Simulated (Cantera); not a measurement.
Input (Python, Cantera) and output of one run.

```python
import numpy as np
import cantera as ct

gas_names = """
    F F2 N NF NF2 NF3 N2 Si SiF SiF2 SiF3 SiF4 SiN Si2 Si2N Si3
""".split()
cond_names = """
    Si(cr) Si(L) Si3N4(a)
""".split()


# ... load() reads the species with a 1 bar reference pressure and builds the phases ...
atoms = {
    'Si': {'Si': 1},
    'NF3': {'N': 1, 'F': 3},
    'N2': {'N': 2},
}
top_T = {'Si3N4(a)': 2400}  # K; cautious upper limits of use, not melting points


# ... equilibrate(T, P, feed) seeds the gas with the atoms and calls Mixture.equilibrate('TP', solver="vcs", rtol=1e-11, max_steps=5000) ...
results = []
feed = {'Si': 1, 'NF3': 5.4, 'N2': 0.84}  # mol
P = 1000  # Pa
for T in [548, 648, 748, 848, 948, 1048, 1148, 1248, 1348, 1448]:
    mix = equilibrate(T, P, feed)
    results.append((T, P, feed, dict(zip(mix.species_names, mix.species_moles))))

top = {s: max(r[3][s] / sum(r[3][g] for g in gas_names) for r in results) for s in gas_names}
cols = sorted((s for s in top if top[s] > 0.001), key=lambda s: -top[s])[:7]
seen = [c for c in cond_names if any(r[3].get(c, 0) > 1e-12 for r in results)]
print("log10 of partial pressures in bar; condensed amounts in mol")
print(f"{'T/K':>10s}" + "".join(f"{s[:9]:>10s}" for s in cols + seen))
for T, P, feed, n in results:
    ng = sum(n[g] for g in gas_names)
    print(f"{T:10.4g}" + "".join(f"{np.log10(max(n[s] / ng * P / 1e5, 1e-99)):10.3f}" for s in cols)
          + "".join(f"{n.get(c, 0):10.4g}" for c in seen))
```

Result:

```
log10 of partial pressures in bar; condensed amounts in mol
       T/K         F       NF3        F2        N2      SiF4
       548    -6.571    -2.215    -4.101    -2.637    -2.820
       648    -4.774    -2.320    -2.891    -2.598    -2.857
       748    -3.631    -2.895    -2.360    -2.512    -2.979
       848    -2.941    -3.918    -2.326    -2.506    -3.047
       948    -2.492    -5.040    -2.496    -2.554    -3.103
      1048    -2.251    -6.328    -2.880    -2.621    -3.170
      1148    -2.167    -7.728    -3.429    -2.659    -3.208
      1248    -2.145    -9.041    -3.991    -2.670    -3.219
      1348    -2.140   -10.193    -4.496    -2.673    -3.222
      1448    -2.138   -11.194    -4.939    -2.674    -3.223
```

Method: chemical equilibrium by Gibbs-energy minimisation in Cantera with the NASA 1993 tables (ideal gas, pure condensed phases).
